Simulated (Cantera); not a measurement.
# Ammonia decomposition in nitride growth gas

An isothermal, constant-pressure homogeneous reactor starts with 9.80 % NH₃, 90.2 % N₂, at 1825 K and 0.0133 bar.

Detailed kinetics in Cantera: the gas-phase N/H chemistry of the illustrative SiF4/NH3 mechanism in the Surface Chemkin manual (1991). Walls and surfaces, which speed up NH3 decomposition in real reactors, are not modelled.

| t (s) | x NH₃ | x H₂ | x NH₂ | x N₂ | x NH | x N₂H₂ |
|---|---|---|---|---|---|---|
| 0.000100 | 0.0980 | 9.85e-8 | 2.69e-7 | 0.902 | 1.72e-12 | <1e-12 |
| 0.000261 | 0.0980 | 3.63e-7 | 8.08e-7 | 0.902 | 1.85e-11 | 1.51e-12 |
| 0.000681 | 0.0980 | 1.08e-6 | 2.24e-6 | 0.902 | 1.61e-10 | 1.91e-11 |
| 0.00178 | 0.0980 | 2.95e-6 | 5.98e-6 | 0.902 | 1.42e-9 | 1.72e-10 |
| 0.00464 | 0.0980 | 7.89e-6 | 1.57e-5 | 0.902 | 1.34e-8 | 1.37e-9 |
| 0.0121 | 0.0980 | 2.17e-5 | 4.10e-5 | 0.902 | 1.10e-7 | 1.11e-8 |
| 0.0316 | 0.0979 | 7.69e-5 | 0.000106 | 0.902 | 5.31e-7 | 8.87e-8 |
| 0.0825 | 0.0974 | 0.000568 | 0.000256 | 0.902 | 1.85e-6 | 5.83e-7 |
| 0.215 | 0.0945 | 0.00446 | 0.000328 | 0.901 | 4.26e-6 | 1.26e-6 |
| 0.562 | 0.0869 | 0.0149 | 0.000246 | 0.898 | 5.17e-6 | 9.47e-7 |
| 1.47 | 0.0726 | 0.0345 | 0.000180 | 0.893 | 5.08e-6 | 6.18e-7 |
| 3.83 | 0.0495 | 0.0662 | 0.000122 | 0.884 | 4.28e-6 | 3.28e-7 |
| 10.0 | 0.0224 | 0.103 | 6.43e-5 | 0.874 | 2.91e-6 | 1.08e-7 |
x: mole fraction; the columns are a selection and need not sum to one.

Equilibrium at this temperature and pressure: NH₃ 1.66e-8, H₂ 0.133, NH₂ 4.72e-10, N₂ 0.865, NH 2.27e-10, N₂H₂ <1e-12 (gas phase only).
